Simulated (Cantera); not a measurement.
A freely propagating, adiabatic, planar premixed flame of 10.1 % CH₄, 21.2 % O₂, 59.3 % N₂, 9.45 % CO₂, unburnt at 375 K and 47000 Pa; mixture-averaged transport, grid criteria slope 0.08 and curve 0.16, no radiation.

Model: GRI-Mech 3.0 (53 species, 325 reactions), integrated in Cantera. Burning velocities carry a grid error of a few per cent, more on coarse grids.

Predict: laminar burning velocity; thermal thickness; peak x(HO₂); peak x(CH₃); peak x(C₂H₂).


```json
{
 "laminar_burning_velocity": "60.5 cm/s",
 "thermal_thickness": "0.779 mm",
 "peak x(HO₂)": "0.000166",
 "peak x(CH₃)": "0.00230",
 "peak x(C₂H₂)": "7.40e-5"
}
```
